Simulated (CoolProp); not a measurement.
Vapour-liquid equilibrium of R22 (1) + R11 (2) at 39.15 °C; x and y are mole fractions of (1).

Computed with CoolProp (multi-fluid Helmholtz-energy mixture model, Kamei 1995 and Jacobsen 1992; pair parameters Bell 2016).

```
x     bubble pressure, mixture model (bar)  bubble pressure, Raoult's law (bar)  y, mixture model  y, Raoult's law
----  ------------------------------------  -----------------------------------  ----------------  ---------------
0.05                                     …                                2.364             0.366            0.318
0.2                                      …                                4.363             0.695            0.689
0.35                                     …                                6.361             0.804            0.826
0.5                                  8.789                                8.359                 …            0.898
0.65                                     …                                10.36                 …            0.943
0.8                                      …                                12.36             0.948            0.973
0.95                                 14.29                                14.35             0.987            0.994
```

Q: Complete the blanks.

A: 
- 0.05, bubble pressure, mixture model (bar): 2.621
- 0.2, bubble pressure, mixture model (bar): 5.016
- 0.35, bubble pressure, mixture model (bar): 7.010
- 0.5, y, mixture model: 0.865
- 0.65, bubble pressure, mixture model (bar): 10.51
- 0.65, y, mixture model: 0.909
- 0.8, bubble pressure, mixture model (bar): 12.30

The largest gap from Raoult's law is +15.0 % in bubble pressure, at x = 0.2. No azeotrope shows between x = 0.05 and 0.95.

Pair parameters are fitted to limited data, so mixtures are less certain than the pure fluids. The gap from Raoult's law changes sign with composition, which may be real or a fault of the pair parameters; it wasn't checked against measurements.
